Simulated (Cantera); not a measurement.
Feed: 1 mol PbO, 0.27 mol N2, held at 70000 Pa.

These are equilibrium values from Cantera (NASA tables, ideal gas, pure condensed phases), not measurements of a reactor. Candidate condensed phases: Pb, PbO, PbO2, Pb3O4; 12 gas species. Gases not in the tables: (PbO)n polymers. Rates play no part.

Q: Which condensed phases are stable at each of these points (T (K)): 923, 973, 1023, 1073, 1123, 1173, 1223, 1273?

A: 
```
T (K)  condensed phases  Pb condensed (%)
-----  ----------------  ----------------
923         PbO(yellow)             100.0
973         PbO(yellow)             100.0
1023        PbO(yellow)             100.0
1073        PbO(yellow)             100.0
1123        PbO(yellow)             100.0
1173             PbO(l)             100.0
1223             PbO(l)             100.0
1273             PbO(l)             100.0
```

From 923 K to 1123 K the condensed part is PbO(yellow). From 1173 K to 1273 K the condensed part is PbO(l).
